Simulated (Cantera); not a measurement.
Input: 1 mol HCl, 0.23 mol O₂, 0.21 mol N₂, held at 1 atm.

Cantera equilibrium calculation (NASA polynomials, part measured and part estimated; ideal gas, pure solids and liquids). Candidate condensed phases: H₂O, NH₄Cl; 29 gas species. Equilibrium is a limit: real reactors are often held back by kinetics, nucleation or transport.

Task: At 2823 K, list the 6 most abundant gas species with their mole fractions, and the condensed phases.

Result: HCl 0.384, Cl 0.248, N₂ 0.129, H₂O 0.0992, O₂ 0.0704, OH 0.0267. Condensed: gas only.
